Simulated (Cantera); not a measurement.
Input (Python, Cantera):

```python
import numpy as np
import cantera as ct

gas = ct.Solution("gri30.yaml", transport_model="multicomponent")
show = ['NH3', 'C2H2', 'NO']

rows = []
print(f"{'T/K':>7s}{'rho':>11s}{'cp':>10s}{'mu':>11s}{'lambda':>11s}{'Pr':>7s}" + "".join(f"{'D_' + s:>11s}" for s in show))
for T in [400, 650, 900, 1150, 1400, 1650, 1900, 2150]:
    gas.TPX = T, 150000, {'N2': 0.43, 'C2H4': 0.71, 'C2H2': 0.9, 'C3H8': 0.94}
    Pr = gas.cp_mass * gas.viscosity / gas.thermal_conductivity
    D = [gas.mix_diff_coeffs_mole[gas.species_index(s)] for s in show]
    rows.append([gas.density, gas.cp_mass, gas.viscosity, gas.thermal_conductivity, Pr, *D])
    print(f"{T:7g}{gas.density:11.4e}{gas.cp_mass:10.1f}{gas.viscosity:11.4e}"
          f"{gas.thermal_conductivity:11.4e}{Pr:7.3f}" + "".join(f"{d:11.4e}" for d in D))
print("SI units: kg/m3, J/kg/K, Pa s, W/m/K, m2/s")
```

Result:

```
    T/K        rho        cp         mu     lambda     Pr      D_NH3     D_C2H2       D_NO
    400 1.4658e+00    1896.5 1.3255e-05 3.2707e-02  0.769 1.7532e-05 1.2951e-05 1.6590e-05
    650 9.0204e-01    2555.8 1.9822e-05 6.4823e-02  0.782 4.4167e-05 3.1310e-05 3.8830e-05
    900 6.5147e-01    3009.7 2.5312e-05 9.6987e-02  0.785 7.9843e-05 5.5361e-05 6.7647e-05
   1150 5.0985e-01    3334.8 3.0131e-05 1.2790e-01  0.786 1.2319e-04 8.4331e-05 1.0224e-04
   1400 4.1880e-01    3572.2 3.4494e-05 1.5694e-01  0.785 1.7336e-04 1.1774e-04 1.4211e-04
   1650 3.5535e-01    3755.0 3.8527e-05 1.8438e-01  0.785 2.2979e-04 1.5527e-04 1.8688e-04
   1900 3.0859e-01    3893.8 4.2309e-05 2.1013e-01  0.784 2.9208e-04 1.9667e-04 2.3630e-04
   2150 2.7271e-01    3998.0 4.5897e-05 2.3425e-01  0.783 3.5996e-04 2.4178e-04 2.9015e-04
SI units: kg/m3, J/kg/K, Pa s, W/m/K, m2/s
```

Computed with Cantera and GRI-Mech 3.0 (53 species, 325 reactions). The composition is frozen, though it would react at the higher temperatures.
